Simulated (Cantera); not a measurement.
A closed system holds: 1 mol Si, 1.3 mol H2O, 2.4 mol H2, at 13.3 mbar.

Equilibrium computed with Cantera from the NASA thermochemical tables; the gas is ideal and each condensed phase is pure. Candidate condensed phases: H2O, Si, SiO2; 18 gas species. Mutual solubility and eutectic melting of coexisting phases are not modelled. The tables hold silica as quartz up to 1696 K and as liquid above; real silica turns to tridymite and cristobalite and melts near 1996 K. Rates play no part.

Task: Which condensed phases are stable at each of these points (T (K)): 1098, 1198, 1298, 1398, 1498, 1598, 1698, 1798, 1898, 1998?

Result: 
| T (K) | condensed phases | Si condensed (%) |
|---|---|---|
| 1098 | Si(s) + SiO2(β-quartz) | 100.0 |
| 1198 | Si(s) + SiO2(β-quartz) | 100.0 |
| 1298 | Si(s) + SiO2(β-quartz) | 99.8 |
| 1398 | Si(s) + SiO2(β-quartz) | 98.0 |
| 1498 | Si(s) + SiO2(β-quartz) | 85.6 |
| 1598 | SiO2(β-quartz) | 30.0 |
| 1698 | SiO2(condensed) | 30.0 |
| 1798 | SiO2(condensed) | 29.6 |
| 1898 | SiO2(condensed) | 27.7 |
| 1998 | SiO2(l) | 19.5 |

From 1098 K to 1498 K the condensed part is Si(s) + SiO2(β-quartz). At 1598 K the condensed part is SiO2(β-quartz). From 1698 K to 1898 K the condensed part is SiO2(condensed). At 1998 K the condensed part is SiO2(l).
